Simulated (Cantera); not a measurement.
A Cantera script and what it prints.

```python
import numpy as np
import cantera as ct

gas_names = """
    B3O3F3 F O
""".split()
cond_names = """
    B(b) B(L)
""".split()


def load(file, names, dense=False):
    # The tables refer to 1 bar. Condensed volumes are neglected.
    table = {s.name: s for s in ct.Species.list_from_file(file)}
    out = []
    for n in names:
        d = dict(table[n].input_data)
        d["thermo"] = dict(d["thermo"], **{"reference-pressure": 1e5})
        if dense:
            d["equation-of-state"] = {"model": "constant-volume", "density": "1e6 g/cm^3"}
        out.append(ct.Species.from_dict(d))
    return out


species = {s.name: s for s in load("nasa_gas.yaml", gas_names) + load("nasa_condensed.yaml", cond_names)}
# Each term lists the table entries of one substance; the one whose range holds T is used.
reactions = {
    'B3O3F3(g) = 3 F(g) + 3 B + 3 O(g)':
        [(-1, ['B3O3F3']), (3, ['F']), (3, ['B(b)', 'B(L)']), (3, ['O'])],
}


def pick(names, T):
    return next(species[n] for n in names if species[n].thermo.min_temp <= T <= species[n].thermo.max_temp)


results = []
for label, terms in reactions.items():
    print(label)
    print("     T/K   dH/kJ  dS/(J/K)   dG/kJ   log10 K")
    for T in [950, 975, 1000, 1025, 1050, 1075, 1100]:
        used = [(nu, pick(names, T)) for nu, names in terms]
        dH = sum(nu * s.thermo.h(T) for nu, s in used) / 1e6
        dS = sum(nu * s.thermo.s(T) for nu, s in used) / 1e3
        dG = dH - T * dS / 1e3
        logK = -dG * 1e6 / (ct.gas_constant * T * np.log(10))
        results.append((label, T, dH, dS, dG, logK, [s.name for _, s in used]))
        print(f"{T:8g} {dH:8.1f} {dS:8.1f} {dG:8.1f} {logK:8.2f}")
```

Output:

```
B3O3F3(g) = 3 F(g) + 3 B + 3 O(g)
     T/K   dH/kJ  dS/(J/K)   dG/kJ   log10 K
     950   3369.6    672.3   2730.9  -150.15
     975   3370.0    672.7   2714.1  -145.40
    1000   3370.4    673.0   2697.3  -140.89
    1025   3370.7    673.4   2680.5  -136.60
    1050   3371.0    673.7   2663.6  -132.51
    1075   3371.3    674.0   2646.8  -128.61
    1100   3371.7    674.3   2629.9  -124.88
```

Cantera with NASA thermochemical tables; ideal gases at 1 bar, condensed phases pure. Condensed species are held in their standard states even where they would react or evaporate.
